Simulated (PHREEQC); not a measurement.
Na2HPO4 is added in steps, without added water, to 1 kg of water holding 1.8 mmol/kgw CuSO4, at 20 °C. O2 is buffered at 0.21 atm. The system is closed to CO2. Only these solids could form: Cu(OH)2, Brochantite, Antlerite, Cu3(PO4)2:3H2O, Mirabilite, Chalcanthite.

Base run: PHREEQC, ion-association model, wateq4f.dat. Each further column changes one thing. The table gives pH.

```json
[
 {"Na2HPO4 added (mol)": "0", "base": "5.01", "CuSO4 from 0.0018 to 0.00018 mol/kgw": "5.65", "diluted 5-fold with water": "5.50", "no solid may form": "5.25"},
 {"Na2HPO4 added (mol)": "0.00081", "base": "5.09", "CuSO4 from 0.0018 to 0.00018 mol/kgw": "7.44", "diluted 5-fold with water": "[?]", "no solid may form": "6.46"},
 {"Na2HPO4 added (mol)": "0.00162", "base": "5.17", "CuSO4 from 0.0018 to 0.00018 mol/kgw": "[?]", "diluted 5-fold with water": "7.42", "no solid may form": "6.69"},
 {"Na2HPO4 added (mol)": "0.00243", "base": "5.97", "CuSO4 from 0.0018 to 0.00018 mol/kgw": "7.99", "diluted 5-fold with water": "7.64", "no solid may form": "6.85"},
 {"Na2HPO4 added (mol)": "0.00297", "base": "6.78", "CuSO4 from 0.0018 to 0.00018 mol/kgw": "8.01", "diluted 5-fold with water": "[?]", "no solid may form": "6.93"},
 {"Na2HPO4 added (mol)": "0.00378", "base": "7.14", "CuSO4 from 0.0018 to 0.00018 mol/kgw": "8.05", "diluted 5-fold with water": "7.85", "no solid may form": "7.03"},
 {"Na2HPO4 added (mol)": "0.00459", "base": "7.33", "CuSO4 from 0.0018 to 0.00018 mol/kgw": "8.13", "diluted 5-fold with water": "7.94", "no solid may form": "[?]"},
 {"Na2HPO4 added (mol)": "0.0054", "base": "7.44", "CuSO4 from 0.0018 to 0.00018 mol/kgw": "8.20", "diluted 5-fold with water": "8.00", "no solid may form": "7.18"}
]
```

Question: Fill in the missing entries.

Answer: 
- 0.00081, diluted 5-fold with water: 6.92
- 0.00162, CuSO4 from 0.0018 to 0.00018 mol/kgw: 7.81
- 0.00297, diluted 5-fold with water: 7.74
- 0.00459, no solid may form: 7.11

H3PO4, which wateq4f.dat lacks, is added to it with the constant of phreeqc.dat. The database has no phosphate complexes of Cu. The database's constant for dissolved Cu(OH)2 is higher than later reviews accept. In at least one series the solution becomes supersaturated in solids that the run did not let form, among them Cu(OH)2, Brochantite, Antlerite, Cu3(PO4)2:3H2O.
